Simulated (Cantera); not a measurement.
## Equilibrium for calcination and drying: Mg(OH)₂ + H₂ + CO₂

Input: 1 mol Mg(OH)₂, 0.095 mol H₂, 0.28 mol CO₂, at 0.000960 bar.

These are equilibrium values from Cantera (NASA tables, ideal gas, pure condensed phases), not measurements of a reactor. Candidate condensed phases: C, C₆H₆, C₇H₈, C₈H₁₈, H₂O, Mg, MgCO₃, MgO, Mg(OH)₂; 116 gas species. Equilibrium is a limit: real reactors are often held back by kinetics, nucleation or transport.

```json
[
 {"T (°C)": "875", "x H₂O": "0.743", "x CO₂": "0.188", "x H₂": "0.0532", "x CO": "0.0159", "x O₂": "3.43e-12", "x OH": "4.45e-8", "x H": "5.33e-7", "n MgO(s)": "1.00"},
 {"T (°C)": "975", "x H₂O": "0.746", "x CO₂": "0.184", "x H₂": "0.0499", "x CO": "0.0192", "x O₂": "2.57e-10", "x OH": "5.15e-7", "x H": "3.37e-6", "n MgO(s)": "1.00"},
 {"T (°C)": "1075", "x H₂O": "0.749", "x CO₂": "0.181", "x H₂": "0.0469", "x CO": "0.0222", "x O₂": "1.04e-8", "x OH": "4.16e-6", "x H": "1.62e-5", "n MgO(s)": "1.00"},
 {"T (°C)": "1175", "x H₂O": "0.752", "x CO₂": "0.179", "x H₂": "0.0442", "x CO": "0.0249", "x O₂": "2.56e-7", "x OH": "2.53e-5", "x H": "6.25e-5", "n MgO(s)": "1.00"},
 {"T (°C)": "1275", "x H₂O": "0.754", "x CO₂": "0.176", "x H₂": "0.0418", "x CO": "0.0272", "x O₂": "4.21e-6", "x OH": "0.000122", "x H": "0.000203", "n MgO(s)": "1.000"},
 {"T (°C)": "1375", "x H₂O": "0.756", "x CO₂": "0.174", "x H₂": "0.0398", "x CO": "0.0294", "x O₂": "4.96e-5", "x OH": "0.000489", "x H": "0.000573", "n MgO(s)": "1.000"},
 {"T (°C)": "1475", "x H₂O": "0.755", "x CO₂": "0.172", "x H₂": "0.0384", "x CO": "0.0316", "x O₂": "0.000431", "x OH": "0.00166", "x H": "0.00145", "n MgO(s)": "1.000"},
 {"T (°C)": "1575", "x H₂O": "0.747", "x CO₂": "0.167", "x H₂": "0.0394", "x CO": "0.0353", "x O₂": "0.00260", "x OH": "0.00474", "x H": "0.00340", "n MgO(s)": "1.000"},
 {"T (°C)": "1675", "x H₂O": "0.724", "x CO₂": "0.156", "x H₂": "0.0460", "x CO": "0.0435", "x O₂": "0.00960", "x OH": "0.0111", "x H": "0.00782", "n MgO(s)": "0.999"},
 {"T (°C)": "1775", "x H₂O": "0.677", "x CO₂": "0.137", "x H₂": "0.0591", "x CO": "0.0568", "x O₂": "0.0231", "x OH": "0.0219", "x H": "0.0176", "n MgO(s)": "0.996"}
]
```
x: gas mole fraction; n: condensed amount in mol.

From 875 °C to 1775 °C the condensed part is MgO(s).
